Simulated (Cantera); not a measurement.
Input: 1 mol C2F6, 0.89 mol HCl, 1.2 mol H2, at 17.0 Pa.

These are equilibrium values from Cantera (NASA tables, ideal gas, pure condensed phases), not measurements of a reactor. Candidate condensed phases: C, C6H6, C7H8, C8H18; 118 gas species. The feed counts by its element totals alone. Gases not in the tables: C2F6 and larger saturated fluorocarbons. Rates play no part.

At 1073 K, list the 6 most abundant gas species with their mole fractions, and the condensed phases.

HF 0.645, CF4 0.185, HCl 0.116, Cl2 0.0365, Cl 0.0158, CClF3 0.00104. Condensed: C(graphite).
